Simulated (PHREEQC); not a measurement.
0.1 g of hydrous ferric oxide (600 m²/g; 0.2 weak and 0.005 strong sites per Fe, Dzombak-Morel constants, diffuse double layer) in 1 kg of water with 0.001 mol/kgw of an inert sodium salt and 0.0006 mol/kgw NaH2PO4, at 25 °C; the pH is set by adding NaOH or the inert anion's acid. Oxygen is held at 0.21 atm. CO2 from the air is kept out. No solid was allowed to form.

Base run: PHREEQC, ion-association model, wateq4f.dat. Each further column changes one thing. The table gives surface charge σ (C/m²).

```
pH      base  background salt from 0.001 to 0.0001 mol/kgw  oxide from 0.1 to 0.5 g/kgw
----  ------  --------------------------------------------  ---------------------------
4      0.003                                         0.002                            …
4.38   0.002                                         0.001                        0.021
4.75   0.001                                             …                            …
5.5   -0.001                                        -0.001                        0.006
5.88  -0.003                                             …                        0.003
6.25  -0.004                                        -0.003                        0.001
6.62  -0.005                                        -0.004                       -0.001
7.38  -0.008                                        -0.006                       -0.004
7.75  -0.010                                        -0.008                       -0.006
8.12  -0.011                                        -0.009                            …
8.5   -0.012                                        -0.010                       -0.009
9.25  -0.016                                        -0.013                       -0.015
9.62  -0.020                                        -0.016                            …
10    -0.026                                             …                       -0.026
```

Task: Complete the blanks.

Result: 
- 4, oxide from 0.1 to 0.5 g/kgw: 0.031
- 4.75, background salt from 0.001 to 0.0001 mol/kgw: 0.000
- 4.75, oxide from 0.1 to 0.5 g/kgw: 0.014
- 5.88, background salt from 0.001 to 0.0001 mol/kgw: -0.002
- 8.12, oxide from 0.1 to 0.5 g/kgw: -0.007
- 9.62, oxide from 0.1 to 0.5 g/kgw: -0.019
- 10, background salt from 0.001 to 0.0001 mol/kgw: -0.022

H3PO4, which wateq4f.dat lacks, is added to it with the constant of phreeqc.dat.
